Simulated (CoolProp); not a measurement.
Vapour-liquid equilibrium of toluene (1) + o-xylene (2) at 124.75 °C; x and y are mole fractions of (1).

Computed with CoolProp (multi-fluid Helmholtz-energy mixture model, Lemmon 2006 and Zhou 2012; pair parameters Bell 2016).

```json
[
 {"x": "0.05", "bubble pressure, mixture model (MPa)": "0.06275", "bubble pressure, Raoult's law (MPa)": "0.06300", "y, mixture model": "0.113", "y, Raoult's law": "0.118"},
 {"x": "0.125", "bubble pressure, mixture model (MPa)": "0.06934", "bubble pressure, Raoult's law (MPa)": "0.06979", "y, mixture model": "0.258", "y, Raoult's law": "0.267"},
 {"x": "0.2", "bubble pressure, mixture model (MPa)": "0.07610", "bubble pressure, Raoult's law (MPa)": "0.07658", "y, mixture model": "0.381", "y, Raoult's law": "0.389"},
 {"x": "0.275", "bubble pressure, mixture model (MPa)": "0.08297", "bubble pressure, Raoult's law (MPa)": "0.08337", "y, mixture model": "0.484", "y, Raoult's law": "0.491"},
 {"x": "0.35", "bubble pressure, mixture model (MPa)": "0.08989", "bubble pressure, Raoult's law (MPa)": "0.09015", "y, mixture model": "…", "y, Raoult's law": "0.578"},
 {"x": "0.425", "bubble pressure, mixture model (MPa)": "0.09682", "bubble pressure, Raoult's law (MPa)": "0.09694", "y, mixture model": "0.648", "y, Raoult's law": "0.653"},
 {"x": "0.5", "bubble pressure, mixture model (MPa)": "0.1037", "bubble pressure, Raoult's law (MPa)": "0.1037", "y, mixture model": "0.713", "y, Raoult's law": "0.718"},
 {"x": "0.575", "bubble pressure, mixture model (MPa)": "0.1106", "bubble pressure, Raoult's law (MPa)": "0.1105", "y, mixture model": "0.770", "y, Raoult's law": "0.775"},
 {"x": "0.65", "bubble pressure, mixture model (MPa)": "0.1175", "bubble pressure, Raoult's law (MPa)": "0.1173", "y, mixture model": "0.820", "y, Raoult's law": "0.826"},
 {"x": "0.725", "bubble pressure, mixture model (MPa)": "0.1243", "bubble pressure, Raoult's law (MPa)": "0.1241", "y, mixture model": "0.865", "y, Raoult's law": "0.870"},
 {"x": "0.8", "bubble pressure, mixture model (MPa)": "0.1310", "bubble pressure, Raoult's law (MPa)": "0.1309", "y, mixture model": "…", "y, Raoult's law": "0.911"},
 {"x": "0.875", "bubble pressure, mixture model (MPa)": "0.1377", "bubble pressure, Raoult's law (MPa)": "0.1377", "y, mixture model": "…", "y, Raoult's law": "0.947"},
 {"x": "0.95", "bubble pressure, mixture model (MPa)": "0.1445", "bubble pressure, Raoult's law (MPa)": "0.1444", "y, mixture model": "0.978", "y, Raoult's law": "0.980"}
]
```

Fill in the missing entries.


- 0.35, y, mixture model: 0.572
- 0.8, y, mixture model: 0.906
- 0.875, y, mixture model: 0.944

The largest gap from Raoult's law is -0.6 % in bubble pressure, at x = 0.125. No azeotrope shows between x = 0.05 and 0.95.

The pair parameters rest on a limited set of measurements; away from them the model extrapolates.
